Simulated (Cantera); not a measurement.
An adiabatic, constant-pressure homogeneous reactor starts with CH4 : O2 : N2 = 1 : 4 : 10.4 (molar parts), equivalence ratio 0.50, at 1550 K and 30000 Pa. Integrator tolerance rtol = 1e-08.

Detailed kinetics in Cantera: GRI-Mech 3.0 (53 species, 325 reactions).

| quantity | before | after |
|---|---|---|
| time of steepest temperature rise | 1.34 ms | 29.5 ms |
| temperature at 0.100 s | 2531 K | 2396 K |
| equilibrium temperature | 2531 K | 2391 K |
| x(CH4) at 0.100 s | <1e-12 (gas-phase equilibrium <1e-12) | <1e-12 (gas-phase equilibrium <1e-12) |
| x(O2) at 0.100 s | 0.118 (gas-phase equilibrium 0.118) | 0.122 (gas-phase equilibrium 0.120) |
| x(O) at 0.100 s | 0.0106 (gas-phase equilibrium 0.0106) | 0.00545 (gas-phase equilibrium 0.00526) |
| x(NO2) at 0.100 s | 5.83e-6 (gas-phase equilibrium 5.84e-6) | 3.84e-6 (gas-phase equilibrium 5.44e-6) |
| x(NO) at 0.100 s | 0.0166 (gas-phase equilibrium 0.0166) | 0.00923 (gas-phase equilibrium 0.0131) |
| x(CH3) at 0.100 s | <1e-12 (gas-phase equilibrium <1e-12) | <1e-12 (gas-phase equilibrium <1e-12) |
| x(CH2CO) at 0.100 s | <1e-12 (gas-phase equilibrium <1e-12) | <1e-12 (gas-phase equilibrium <1e-12) |

Q: Name the change that produced these shifts.
A. constant volume in place of constant pressure
B. initial temperature 1550 to 1075 K
C. pressure from 30000 Pa to 37000 Pa
D. initial temperature 1550 to 1250 K

A: D, initial temperature 1550 to 1250 K
